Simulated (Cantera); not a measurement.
**Equilibrium for abatement and gas-phase synthesis: NF₃ + H₂O + N₂**

Feed: 1 mol NF₃, a varied amount of H₂O, 7.3 mol N₂, at 2348 K and 1.50 Torr.

Method: chemical equilibrium by Gibbs-energy minimisation in Cantera with the NASA 1993 tables (ideal gas, pure condensed phases). Candidate condensed phases: H₂O; 40 gas species. Kinetics and transport are ignored.

From 0.075 mol H₂O to 1.4 mol H₂O nothing is condensed.

| n(H₂O) (mol) | log p N₂ | log p F | log p HF | log p O₂ | log p O | log p NO | log p H |
|---|---|---|---|---|---|---|---|
| 0.075 | -2.84 | -3.28 | -4.56 | -5.78 | -5.08 | -5.68 | -7.96 |
| 0.27 | -2.85 | -3.35 | -4.01 | -4.96 | -4.66 | -5.27 | -7.34 |
| 0.46 | -2.85 | -3.43 | -3.78 | -4.65 | -4.51 | -5.12 | -7.03 |
| 0.66 | -2.86 | -3.52 | -3.63 | -4.46 | -4.41 | -5.03 | -6.79 |
| 0.85 | -2.86 | -3.64 | -3.52 | -4.33 | -4.35 | -4.97 | -6.56 |
| 1 | -2.87 | -3.76 | -3.46 | -4.25 | -4.31 | -4.93 | -6.38 |
| 1.2 | -2.87 | -3.98 | -3.38 | -4.16 | -4.26 | -4.89 | -6.08 |
| 1.4 | -2.88 | -4.41 | -3.32 | -4.08 | -4.23 | -4.85 | -5.59 |
log p: log10 of the partial pressure in bar; nothing condenses.
